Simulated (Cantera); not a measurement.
Input (Python, Cantera) and output of one run.

```python
import numpy as np
import cantera as ct

gas_names = """
    B BH BH2 BH3 BO BO2 B2 B2O B2O2 B2O3 B3O3H3 H HBO HBO2 HO2 H2 H2O H2O2 H3B3O6 O OH O2 O3
""".split()
cond_names = """
    B(b) B(L) B2O3(L) B3O3H3(cr) H2O(s) H2O(L)
""".split()


# ... load() reads the species with a 1 bar reference pressure and builds the phases ...
atoms = {
    'B2H6': {'B': 2, 'H': 6},
    'H2': {'H': 2},
    'H2O': {'H': 2, 'O': 1},
}
top_T = {}  # K; cautious upper limits of use, not melting points


# ... equilibrate(T, P, feed) seeds the gas with the atoms and calls Mixture.equilibrate('TP', solver="vcs", rtol=1e-11, max_steps=5000) ...
results = []
P = 43  # Pa
for T in [948, 998, 1048, 1098, 1148, 1198, 1248, 1298, 1348, 1398]:
    for m in [1.5, 1.9, 2.5, 3.1, 4, 5, 6.4, 8.1, 10, 13, 17, 21]:
        feed = {'B2H6': 1, 'H2': m, 'H2O': 0.39}  # mol
        mix = equilibrate(T, P, feed)
        results.append((T, P, feed, dict(zip(mix.species_names, mix.species_moles))))

for T, P, feed, n in results:
    print(f"{T:7g} {feed['H2']:10.4g}  " + (" + ".join(c for c in cond_names if n.get(c, 0) > 1e-12) or "gas only"))
```

Result:

```
    948        1.5  B(b) + B2O3(L)
    948        1.9  B(b) + B2O3(L)
    948        2.5  B(b) + B2O3(L)
    948        3.1  B(b) + B2O3(L)
    948          4  B(b) + B2O3(L)
    948          5  B(b) + B2O3(L)
    948        6.4  B(b) + B2O3(L)
    948        8.1  B(b) + B2O3(L)
    948         10  B(b) + B2O3(L)
    948         13  B(b) + B2O3(L)
    948         17  B(b) + B2O3(L)
    948         21  B(b) + B2O3(L)
    998        1.5  B(b) + B2O3(L)
    998        1.9  B(b) + B2O3(L)
    998        2.5  B(b) + B2O3(L)
    998        3.1  B(b) + B2O3(L)
    998          4  B(b) + B2O3(L)
    998          5  B(b) + B2O3(L)
    998        6.4  B(b) + B2O3(L)
    998        8.1  B(b) + B2O3(L)
    998         10  B(b) + B2O3(L)
    998         13  B(b) + B2O3(L)
    998         17  B(b) + B2O3(L)
    998         21  B(b) + B2O3(L)
   1048        1.5  B(b) + B2O3(L)
   1048        1.9  B(b) + B2O3(L)
   1048        2.5  B(b) + B2O3(L)
   1048        3.1  B(b) + B2O3(L)
   1048          4  B(b) + B2O3(L)
   1048          5  B(b) + B2O3(L)
   1048        6.4  B(b) + B2O3(L)
   1048        8.1  B(b) + B2O3(L)
   1048         10  B(b) + B2O3(L)
   1048         13  B(b) + B2O3(L)
   1048         17  B(b) + B2O3(L)
   1048         21  B(b) + B2O3(L)
   1098        1.5  B(b) + B2O3(L)
   1098        1.9  B(b) + B2O3(L)
   1098        2.5  B(b) + B2O3(L)
   1098        3.1  B(b) + B2O3(L)
   1098          4  B(b) + B2O3(L)
   1098          5  B(b) + B2O3(L)
   1098        6.4  B(b) + B2O3(L)
   1098        8.1  B(b) + B2O3(L)
   1098         10  B(b) + B2O3(L)
   1098         13  B(b) + B2O3(L)
   1098         17  B(b) + B2O3(L)
   1098         21  B(b) + B2O3(L)
   1148        1.5  B(b) + B2O3(L)
   1148        1.9  B(b) + B2O3(L)
   1148        2.5  B(b) + B2O3(L)
   1148        3.1  B(b) + B2O3(L)
   1148          4  B(b) + B2O3(L)
   1148          5  B(b) + B2O3(L)
   1148        6.4  B(b) + B2O3(L)
   1148        8.1  B(b) + B2O3(L)
   1148         10  B(b) + B2O3(L)
   1148         13  B(b) + B2O3(L)
   1148         17  B(b) + B2O3(L)
   1148         21  B(b) + B2O3(L)
   1198        1.5  B(b) + B2O3(L)
   1198        1.9  B(b) + B2O3(L)
   1198        2.5  B(b) + B2O3(L)
   1198        3.1  B(b) + B2O3(L)
   1198          4  B(b) + B2O3(L)
   1198          5  B(b) + B2O3(L)
   1198        6.4  B(b) + B2O3(L)
   1198        8.1  B(b) + B2O3(L)
   1198         10  B(b) + B2O3(L)
   1198         13  B(b) + B2O3(L)
   1198         17  B(b) + B2O3(L)
   1198         21  B(b) + B2O3(L)
   1248        1.5  B(b) + B2O3(L)
   1248        1.9  B(b) + B2O3(L)
   1248        2.5  B(b) + B2O3(L)
   1248        3.1  B(b) + B2O3(L)
   1248          4  B(b) + B2O3(L)
   1248          5  B(b) + B2O3(L)
   1248        6.4  B(b) + B2O3(L)
   1248        8.1  B(b) + B2O3(L)
   1248         10  B(b) + B2O3(L)
   1248         13  B(b) + B2O3(L)
   1248         17  B(b) + B2O3(L)
   1248         21  B(b) + B2O3(L)
   1298        1.5  B(b) + B2O3(L)
   1298        1.9  B(b) + B2O3(L)
   1298        2.5  B(b) + B2O3(L)
   1298        3.1  B(b) + B2O3(L)
   1298          4  B(b) + B2O3(L)
   1298          5  B(b) + B2O3(L)
   1298        6.4  B(b) + B2O3(L)
   1298        8.1  B(b) + B2O3(L)
   1298         10  B(b) + B2O3(L)
   1298         13  B(b) + B2O3(L)
   1298         17  B(b)
   1298         21  B(b)
   1348        1.5  B(b) + B2O3(L)
   1348        1.9  B(b) + B2O3(L)
   1348        2.5  B(b) + B2O3(L)
   1348        3.1  B(b) + B2O3(L)
   1348          4  B(b) + B2O3(L)
   1348          5  B(b)
   1348        6.4  B(b)
   1348        8.1  B(b)
   1348         10  B(b)
   1348         13  B(b)
   1348         17  B(b)
   1348         21  B(b)
   1398        1.5  B(b)
   1398        1.9  B(b)
   1398        2.5  B(b)
   1398        3.1  B(b)
   1398          4  B(b)
   1398          5  B(b)
   1398        6.4  B(b)
   1398        8.1  B(b)
   1398         10  B(b)
   1398         13  B(b)
   1398         17  B(b)
   1398         21  B(b)
```

Method: chemical equilibrium by Gibbs-energy minimisation in Cantera with the NASA 1993 tables (ideal gas, pure condensed phases). The feed counts by its element totals alone. Mutual solubility and eutectic melting of coexisting phases are not modelled.
